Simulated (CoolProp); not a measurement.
Vapour-liquid equilibrium of propane (1) + benzene (2) at 318.8 K; x and y are mole fractions of (1).

Computed with CoolProp (multi-fluid Helmholtz-energy mixture model, Lemmon 2009 and Thol 2012; pair parameters Bell 2016).

| x | bubble pressure, mixture model (bar) | bubble pressure, Raoult's law (bar) | y, mixture model | y, Raoult's law |
|---|---|---|---|---|
| 0.05 | 1.608 | 1.069 | 0.810 | 0.728 |
| 0.2 | 4.634 | 3.358 | 0.936 | 0.927 |
| 0.35 | 6.845 | 5.648 | 0.959 | 0.965 |
| 0.5 | 8.679 | 7.937 | 0.970 | 0.981 |
| 0.65 | 10.42 | 10.23 | 0.978 | 0.990 |
| 0.8 | 12.30 | 12.52 | 0.986 | 0.995 |
| 0.95 | 14.61 | 14.80 | 0.996 | 0.999 |

The largest gap from Raoult's law is +50.4 % in bubble pressure, at x = 0.05. No azeotrope shows between x = 0.05 and 0.95.

The pair parameters rest on a limited set of measurements; away from them the model extrapolates. The gap from Raoult's law changes sign with composition, which may be real or a fault of the pair parameters; it wasn't checked against measurements. With so large a gap from Raoult's law the liquid may split in two, which this calculation doesn't test in full.
